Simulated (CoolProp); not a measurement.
R143a at 298.15 K and 13 MPa flows at 0.068 m/s in a round tube of 12.7 mm bore and 1.5 µm roughness, fully developed (64/Re and Nu = 3.66 if laminar; Colebrook and Gnielinski if turbulent). Each further row changes one setting.

Computed with CoolProp (reference Helmholtz-energy equation of state, Lemmon and Jacobsen 2000).

```tsv
case	Reynolds number	Darcy friction factor	pressure drop (Pa/m)	heat-transfer coefficient (W/(m² K))	mass flow (kg/h)
as stated	6460	0.0349	?	220	31.4
velocity 0.136 m/s	12900	0.0291	21.4	416	?
diameter 25.4 mm	12900	?	2.67	207	125
```

Task: Fill in the missing entries.

Result: 
- as stated, pressure drop (Pa/m): 6.43
- velocity 0.136 m/s, mass flow (kg/h): 62.7
- diameter 25.4 mm, Darcy friction factor: 0.0290

Viscosity comes from a separate model (Klein 1997), an estimate that may be off by 10 % or more. Thermal conductivity comes from a separate model (McLinden 2000), an estimate that may be off by 10 % or more.
